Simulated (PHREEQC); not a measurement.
H3PO4 is added in steps, without added water, to 1 kg of water holding 0.0014 mol/kgw HF and 0.13 mol/kgw NH4F, at 5 °C. Oxygen alone is held at its pressure in air (log pO2 = -0.68). CO2 from the air is kept out. Precipitation was switched off in this run.

Base run: PHREEQC, ion-association model, phreeqc.dat. Each further column changes one thing. The table gives pH.

```
H3PO4 added (mol)  base  metal-ligand complexes left out  database wateq4f.dat  all activity coefficients set to 1  Davies equation for every ion
-----------------  ----  -------------------------------  --------------------  ----------------------------------  -----------------------------
0                  5.00                             5.00                  5.01                                5.14                           5.02
0.0066             4.21                             4.21                  4.23                                4.35                           4.23
0.01485            3.86                             3.86                  3.90                                4.00                           3.88
0.02145            3.68                             3.68                  3.73                                3.81                           3.69
0.0297             3.50                             3.50                  3.57                                3.64                           3.52
0.0363             3.38                             3.38                  3.46                                3.51                           3.40
0.04455            3.25                             3.25                  3.34                                3.38                           3.26
0.05115            3.15                             3.15                  3.26                                3.29                           3.17
0.0594             3.05                             3.05                  3.16                                3.18                           3.06
0.066              2.97                             2.97                  3.09                                3.10                           2.98
```

At this temperature some constants are extrapolated from 25 °C, and those without enthalpy data are left unchanged. wateq4f.dat counts part of the HF as a dimer, H2F2, which phreeqc.dat doesn't know; its constant is uncertain. H3PO4, which wateq4f.dat lacks, is added to it with the constant of phreeqc.dat. phreeqc.dat and wateq4f.dat share most of their constants, so their agreement is no independent check.
